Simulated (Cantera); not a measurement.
Source: NASA polynomial tables (part measured, part estimated), evaluated in Cantera. Values are per mole of reaction as written; species without (g) are pure solids or liquids, kept so even where they would boil at 1 bar.

**Question.** Between 300 and 2048 K, where is each reaction favourable under standard conditions?
- 3 AlCl(g) ⇌ 2 Al + AlCl3(g)

**Answer.** 
- 3 AlCl(g) ⇌ 2 Al + AlCl3(g): ΔG° is -336 kJ at 300 K and 128 kJ at 2048 K; it changes sign between 1448 and 1648 K. ΔH° is -356 kJ and ΔS° -237 J/K at 2048 K.
